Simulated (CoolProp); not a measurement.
Saturation properties of R11.

Computed with CoolProp (reference Helmholtz-energy equation of state, Jacobsen 1992).

| T (K) | p (MPa) | liquid density (kg/m³) | liquid cp (kJ/(kg K)) | vapour Z | liquid viscosity (µPa s) | vapour viscosity (µPa s) |
|---|---|---|---|---|---|---|
| 331.6 | 0.3002 | 1393 | 0.9190 | 0.9227 | 316 | 11.2 |
| 335 | 0.3294 | 1384 | 0.9236 | 0.9175 | 307 | 11.3 |
| 338.4 | 0.3607 | 1375 | 0.9284 | 0.9121 | 298 | 11.4 |
| 341.8 | 0.3943 | 1366 | 0.9334 | 0.9065 | 289 | 11.5 |
| 345.2 | 0.4300 | 1357 | 0.9385 | 0.9007 | 280 | 11.6 |
| 348.6 | 0.4682 | 1347 | 0.9438 | 0.8946 | 272 | 11.7 |
| 352 | 0.5089 | 1338 | 0.9493 | 0.8883 | 264 | 11.8 |
| 355.4 | 0.5521 | 1328 | 0.9551 | 0.8817 | 256 | 12.0 |
| 358.7 | 0.5967 | 1319 | 0.9609 | 0.8751 | 249 | 12.1 |
| 362.1 | 0.6453 | 1309 | 0.9671 | 0.8680 | 241 | 12.2 |

It boils at 296.9 K under 1 atm.

Viscosity comes from a separate model (Klein 1997), an estimate that may be off by 10 % or more.
